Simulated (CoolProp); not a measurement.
R1336mzz(Z) at several states: Z from the reference equation and from simpler models built on Tc = 444.5 K, pc = 2904 kPa, ω = 0.386; each cubic takes its own stable root.

Computed with CoolProp (reference Helmholtz-energy equation of state, McLinden 2020).

```csv
T (K),p (kPa),phase,reference,Redlich-Kwong,Soave-Redlich-Kwong,Peng-Robinson
372.5,103,gas,0.9754,0.9798,0.9776,0.9760
463.5,5560,supercritical,0.3063,0.3655,0.3833,0.3497
391.2,598,gas,0.8697,0.8902,0.8802,0.8715
200.6,71.9,liquid,0.004428,0.005478,0.005321,0.004741
421.6,16.7,gas,0.9975,0.9977,0.9976,0.9974
```
